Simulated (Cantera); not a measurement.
An isothermal, constant-pressure homogeneous reactor starts with H2 : O2 : N2 : H2O = 1.8 : 1 : 2.2 : 0.14 (molar parts), at 873 K and 0.109 atm.

Computed with Cantera and the H2/O2 subset of GRI-Mech 3.0, which has no nitrogen chemistry. Radical loss at walls, strong at low pressure, is not modelled. Below about 950 K walls govern HO2 and H2O2 in real vessels. The temperature is held fixed by assumption; the heat of reaction is taken as removed at once.

Predict: x(H2) at 10.0 s; x(O2) at 10.0 s; x(H2O) at 10.0 s; x(HO2) at 10.0 s; x(H2O2) at 10.0 s.


```json
{
  "x(H2) at 10.0 s": "0.00904 (gas-phase equilibrium 1.04e-11)",
  "x(O2) at 10.0 s": "0.0280 (gas-phase equilibrium 0.0236)",
  "x(H2O) at 10.0 s": "0.446 (gas-phase equilibrium 0.458)",
  "x(HO2) at 10.0 s": "9.00e-6 (gas-phase equilibrium 2.17e-11)",
  "x(H2O2) at 10.0 s": "3.85e-5 (gas-phase equilibrium 1.02e-11)"
}
```
